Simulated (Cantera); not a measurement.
A freely propagating, adiabatic, planar premixed flame of CH4 : O2 : N2 = 1 : 1.67 : 6.17 (molar parts), equivalence ratio 1.2, unburnt at 375 K and 9.40 bar; unity-Lewis-number transport, grid criteria slope 0.08 and curve 0.16, no radiation.

Detailed kinetics in Cantera: GRI-Mech 3.0 (53 species, 325 reactions). Unity Lewis numbers drop preferential diffusion, which matters most where H2 and H carry the flame. Burning velocities carry a grid error of a few per cent, more on coarse grids.

Predict: laminar burning velocity; thermal thickness; peak x(C2H2); peak x(CH2); peak x(C2H6).


```
Quantity                      Value
------------------------  ---------
laminar burning velocity  12.6 cm/s
thermal thickness          0.146 mm
peak x(C2H2)               0.000796
peak x(CH2)                 2.60e-5
peak x(C2H6)               0.000754
```
